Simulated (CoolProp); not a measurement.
Computed with CoolProp (reference Helmholtz-energy equation of state, de Reuck 1990).

Task: Give the vapour pressure (MPa), vapour density (kg/m³), surface tension (mN/m) of saturated fluorine at 104.2, 112.5, 116.7 K.

Result: 
```tsv
T (K)	p (MPa)	vapour density (kg/m³)	surface tension (mN/m)
104.2	0.592	29.3	8.38
112.5	1.05	50.8	6.33
116.7	1.35	65.9	5.33
```

Surface tension comes from a separate correlation (Mulero 2012).
